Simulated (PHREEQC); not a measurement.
Solution (20 °C): 0.0018 mol HF and 0.022 mol KF per kg of water. Closed to the air; pH follows from the charge balance.

All values are PHREEQC results (ion-association model, phreeqc.dat), not measurements.

```json
[
 {"quantity": "pH", "before": "4.21", "after": "4.70"},
 {"quantity": "ionic strength (mol/kgw)", "before": "0.0221", "after": "0.0220"},
 {"quantity": "F- (mol/kgw)", "before": "0.0219", "after": "0.0219"},
 {"quantity": "HF (mol/kgw)", "before": "0.00160", "after": "0.00162"},
 {"quantity": "HF2- (mol/kgw)", "before": "0.000129", "after": "0.000152"}
]
```

**Question.** Which change was made?
A. KF replaced by LiF at the same molality
B. temperature from 20 to 40 °C
C. KF from 0.022 to 0.0242 mol/kgw
D. 0.0017 mol/kgw NaHCO3 added
E. temperature from 20 to 80 °C

**Answer.** E, temperature from 20 to 80 °C

Precipitation was switched off in this run. At this temperature some constants are extrapolated from 25 °C, and those without enthalpy data are left unchanged.
